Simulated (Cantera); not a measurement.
A perfectly stirred reactor is fed with C₂H₄ : H₂ = 1 : 1 (molar parts), at 1.88 atm; it is held at 1650 K, and followed from long to short residence time.

Computed with Cantera and GRI-Mech 3.0 (53 species, 325 reactions). GRI-Mech 3.0 was tuned for natural gas; its chemistry of ethylene as a main component is partial and can be far from experiment. GRI-Mech 3.0 stops at C3 and has no aromatics, soot or wall deposition, so with more carbon than oxygen in the feed, carbon stays in small species such as C2H2 where larger ones or solid carbon would form.

One state of this run: x C₂H₄ = 0.0540; x H₂ = 0.628; x C₂H = 1.44e-7; x C₂H₆ = 0.000105; x CH₄ = 0.0249; x CH₃ = 5.88e-5; x CH₂ = 9.56e-9. x: mole fraction; the columns are a selection and need not sum to one.

Task: Which value of τ (s) does it belong to?
(A) 0.0077
(B) 0.021
(C) 0.16
(D) 0.43

Result: A, 0.0077
